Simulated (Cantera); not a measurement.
Input: 1 mol NH3, 0.028 mol SO2, 0.24 mol N2, held at 34000 Pa.

Equilibrium computed with Cantera from the NASA thermochemical tables; the gas is ideal and each condensed phase is pure. Candidate condensed phases: H2O, H2SO4, S; 35 gas species. Rates play no part.

x: gas mole fraction; nothing condenses.

```csv
T (K),x H2,x N2,x H,x H2O,x H2S,x S,x SH
1600,0.632,0.330,7.41e-5,0.0250,0.0118,2.89e-6,…
1750,0.633,0.330,0.000317,0.0250,0.0108,1.91e-5,…
1900,0.633,0.330,0.00108,0.0249,0.00903,8.52e-5,…
2050,0.632,0.329,0.00309,0.0248,0.00704,0.000277,…
2200,0.629,0.328,0.00766,0.0246,0.00517,0.000703,…
2350,0.622,0.326,0.0169,0.0243,0.00360,0.00145,…
2500,0.609,0.323,0.0336,0.0237,0.00238,0.00254,0.00456
2650,0.586,0.318,0.0615,0.0228,0.00149,0.00381,0.00453
2800,0.552,0.310,0.104,0.0214,0.000877,0.00506,…
2950,0.503,0.300,0.164,0.0193,0.000489,0.00607,…
3100,0.440,0.286,0.242,0.0162,0.000259,0.00677,…
```

### Question
What belongs in the gaps?

### Answer

- 1600, x SH: 0.000260
- 1750, x SH: 0.000683
- 1900, x SH: 0.00140
- 2050, x SH: 0.00234
- 2200, x SH: 0.00332
- 2350, x SH: 0.00413
- 2800, x SH: 0.00409
- 2950, x SH: 0.00341
- 3100, x SH: 0.00267
